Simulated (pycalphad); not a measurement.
An equivalent pycalphad script:

```python
from pycalphad import Database, equilibrium, calculate, variables as v
import numpy as np
db = Database('COST507.tdb')
comps = ['AL', 'C', 'VA']
phases = ['AL4C3', 'FCC_A1', 'GRAPHITE', 'LIQUID']
eq = equilibrium(db, comps, phases, {v.X('C'): 0.071, v.T: np.arange(1850, 499, -75), v.P: 101325, v.N: 1}, output=['HM', 'SM'])
```

CALPHAD calculation (pycalphad, COST 507 light-alloy database (1999)), 1 atm. The data set is of 1999 and partly superseded. Amounts are mole fractions of atoms. Kinetics are ignored, which matters at the lower temperatures.

Results at three of the temperatures:

```
T = 1475.00 K, P = 101325 Pa, N = 1 mol of atoms
G = -79880 J/mol, H = 37867 J/mol, S = 79.83 J/(mol K)  (SER reference)
chemical potentials (J/mol): Al -80768, C -68262
phase             fraction      x(Al)       x(C)
LIQUID              0.8345     0.9999   8.67e-05
AL4C3               0.1655     0.5714     0.4286
```

```
T = 1325.00 K, P = 101325 Pa, N = 1 mol of atoms
G = -68151 J/mol, H = 33226 J/mol, S = 76.51 J/(mol K)  (SER reference)
chemical potentials (J/mol): Al -68123, C -68511
phase             fraction      x(Al)       x(C)
LIQUID              0.8344     1.0000   8.65e-06
AL4C3               0.1656     0.5714     0.4286
```

```
T = 800.00 K, P = 101325 Pa, N = 1 mol of atoms
G = -32997 J/mol, H = 8125 J/mol, S = 51.40 J/(mol K)  (SER reference)
chemical potentials (J/mol): Al -30173, C -69938
phase             fraction      x(Al)       x(C)
FCC_A1              0.8343     1.0000   3.25e-13
AL4C3               0.1657     0.5714     0.4286
```

Changes of the phase set, refined by bisection:

```tsv
T (°C)	phases above	phases below
660.3	AL4C3 + liquid	AL4C3 + fcc
```

Database names, with the compositions (at.%) that they take in these runs: AL4C3: Al 57 C 43. FCC_A1 is fcc.
